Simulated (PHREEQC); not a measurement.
Dissolve 0.011 mol/kgw HF and 0.018 mol/kgw NH4F at 20 °C. Closed to the air; pH follows from the charge balance.

Computed with PHREEQC (ion-association model, phreeqc.dat).

Each row changes one thing in this solution. This is a speciation only: nothing precipitates in the calculation.

```
case                                              pH  ionic strength (mol/kgw)  F- (mol/kgw)  HF (mol/kgw)  HF2- (mol/kgw)
----------------------------------------------  ----  ------------------------  ------------  ------------  --------------
as made                                         3.33                    0.0185        0.0179       0.00984        0.000647
NH4F left out                                   2.60                   0.00264       0.00256       0.00829         7.80e-5
0.014 mol/kgw CO2 added                         3.33                    0.0185        0.0179       0.00985        0.000647
0.00069 mol/kgw LiOH added                      3.38                    0.0192        0.0185       0.00921        0.000628
HF from 0.011 to 0.0165 mol/kgw                 3.16                    0.0188        0.0178        0.0147        0.000967
diluted 5-fold with water                       3.45                   0.00398       0.00395       0.00180         2.61e-5
HF replaced by (NH4)2SiF6 at the same molality  4.50                    0.0509        0.0184      0.000644         4.35e-5
diluted 100-fold with water                     4.10                  0.000262      0.000262       2.83e-5         2.72e-8
NH4F from 0.018 to 0.18 mol/kgw                 4.40                     0.180         0.176       0.00667         0.00428
```

Species that the database lacks are ignored. Some of these states are supersaturated (in Quartz (slow to form), for instance). Carbamate, which ammonia and carbonate form, is missing from the database.
